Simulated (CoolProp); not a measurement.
Sulfur dioxide along the isotherm 525 K: fugacity coefficient from the reference equation and from simpler models built on Tc = 430.6 K, pc = 78.87 bar, ω = 0.256; each cubic takes its own stable root.

Model: reference Helmholtz-energy equation of state, Gao 2016, in CoolProp.

```json
[
 {"p (bar)": "1.11", "phase": "gas", "reference": "0.9976"},
 {"p (bar)": "1.62", "phase": "gas", "reference": "0.9965"},
 {"p (bar)": "2.38", "phase": "gas", "reference": "0.9949"},
 {"p (bar)": "3.5", "phase": "gas", "reference": "0.9925"},
 {"p (bar)": "5.14", "phase": "gas", "reference": "0.9890"},
 {"p (bar)": "7.54", "phase": "gas", "reference": "0.9838"},
 {"p (bar)": "11.1", "phase": "gas", "reference": "0.9763"},
 {"p (bar)": "16.2", "phase": "gas", "reference": "0.9655"},
 {"p (bar)": "23.8", "phase": "gas", "reference": "0.9495"},
 {"p (bar)": "35", "phase": "gas", "reference": "0.9263"},
 {"p (bar)": "51.4", "phase": "gas", "reference": "0.8929"},
 {"p (bar)": "75.4", "phase": "gas", "reference": "0.8456"},
 {"p (bar)": "111", "phase": "supercritical", "reference": "0.7789"},
 {"p (bar)": "162", "phase": "supercritical", "reference": "0.6924"},
 {"p (bar)": "238", "phase": "supercritical", "reference": "0.5923"},
 {"p (bar)": "350", "phase": "supercritical", "reference": "0.5084"}
]
```

How far does each simpler model (van der Waals, Soave-Redlich-Kwong) lie from the reference over these 16 states: mean and median of the absolute difference, and the worst?


- van der Waals: mean 1.5 %, median 0.3 %, worst -6.6 % at 525 K and 238 bar
- Soave-Redlich-Kwong: mean 1.2 %, median 0.1 %, worst +8.9 % at 525 K and 350 bar
